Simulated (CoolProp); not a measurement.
Vapour pressure (MPa) of R1123: the reference equation beside estimates from Tc = 58.6 °C, pc = 4.549 MPa, ω = 0.243. Clausius-Clapeyron is anchored at -44.85 °C with a constant enthalpy of vaporisation of 17.50 kJ/mol.

The numbers come from the reference Helmholtz-energy equation of state, Akasaka 2020 in CoolProp.

| T (°C) | reference | Lee-Kesler | Clausius-Clapeyron | van der Waals | Peng-Robinson |
|---|---|---|---|---|---|
| -44.85 | 0.2201 | 0.2198 | 0.2201 | 0.8357 | 0.2194 |
| -41.35 | 0.2556 | 0.2555 | 0.2530 | 0.9036 | 0.2546 |
| -37.75 | 0.2965 | 0.2968 | 0.2907 | 0.9772 | 0.2952 |
| -34.25 | 0.3408 | 0.3416 | 0.3314 | 1.052 | 0.3393 |
| -30.65 | 0.3915 | 0.3927 | 0.3777 | 1.133 | 0.3897 |
| -27.15 | 0.4460 | 0.4478 | 0.4273 | 1.216 | 0.4440 |
| -23.55 | 0.5079 | 0.5103 | 0.4834 | 1.305 | 0.5058 |
| -20.05 | 0.5740 | 0.5770 | 0.5432 | 1.395 | 0.5718 |
| -16.45 | 0.6486 | 0.6522 | 0.6104 | 1.492 | 0.6464 |
| -12.95 | 0.7278 | 0.7320 | 0.6815 | 1.591 | 0.7258 |
| -9.35 | 0.8166 | 0.8214 | 0.7611 | 1.696 | 0.8148 |
| -5.75 | 0.9133 | 0.9185 | 0.8473 | 1.806 | 0.9119 |
| -2.25 | 1.015 | 1.021 | 0.9380 | 1.917 | 1.014 |
| 1.35 | 1.128 | 1.135 | 1.039 | 2.035 | 1.128 |

Absolute difference from the reference over all 14 rows, mean and median: Lee-Kesler 0.4 and 0.5 %, Clausius-Clapeyron 4.7 and 5.1 %, van der Waals 161.2 and 150.0 %, Peng-Robinson 0.3 and 0.4 %.
